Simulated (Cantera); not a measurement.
**Thermodynamics of carbothermic reduction, feed MgO + C + H2**

A closed system holds: 1 mol MgO, 4.5 mol C, a varied amount of H2, held at 0.0100 bar.

These are equilibrium values from Cantera (NASA tables, ideal gas, pure condensed phases), not measurements of a reactor. Candidate condensed phases: C, C6H6, C7H8, C8H18, H2O, Mg, MgCO3, MgO, Mg(OH)2; 116 gas species. Equilibrium is a limit: real reactors are often held back by kinetics, nucleation or transport.

Stable condensed phases:

```
T in K \ n(H2) in mol
         0.26 0.44 0.73  1.2    2  3.4  5.6  9.3
   1725     A    A    A    A    A    A    A    A
   1675     A    A    A    A    A    A    A    A
   1625     A    A    A    A    A    A    A    A
   1575     B    B    B    B    B    A    A    A
   1525     B    B    B    B    B    B    B    A
   1475     B    B    B    B    B    B    B    B
   1425     B    B    B    B    B    B    B    B
   1375     B    B    B    B    B    B    B    B
   1325     B    B    B    B    B    B    B    B
   1275     B    B    B    B    B    B    B    B
```

A: C; B: C + MgO.
